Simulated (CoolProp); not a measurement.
Computed with CoolProp (reference Helmholtz-energy equation of state, Gao 2022).

**Question.** For n-perfluorobutane, give the phase and the speed of sound (m/s) at 45.25 °C and 0.101 MPa; 89.15 °C and 0.101 MPa; 132.95 °C and 0.101 MPa.

**Answer.** 
- 45.25 °C and 0.101 MPa: gas; speed of sound 105
- 89.15 °C and 0.101 MPa: gas; speed of sound 113
- 132.95 °C and 0.101 MPa: gas; speed of sound 120
